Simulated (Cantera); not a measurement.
Feed: 1 mol C₂H₄, 1.1 mol NH₃, 3 mol N₂, equilibrated at 1348.15 K and 2.70 bar.

These are equilibrium values from Cantera (NASA tables, ideal gas, pure condensed phases), not measurements of a reactor. Kinetics and transport are ignored.

```tsv
species	before	after
H₂	0.501	0.505
N₂	0.495	0.494
CH₄	0.00395	0.00148
NH₃	6.94e-5	2.59e-5
HCN	0.000160	0.000160
C(graphite), mol	1.97	1.99
```
Gas species are given as mole fractions.

Problem. Name the change that produced these shifts.
(A) temperature from 1348.15 K to 2850 K
(B) temperature from 1348.15 K to 2000 K
(C) temperature from 1348.15 K to 1623.15 K
(D) pressure from 2.70 bar to 1.00 bar

Solution. D, pressure from 2.70 bar to 1.00 bar
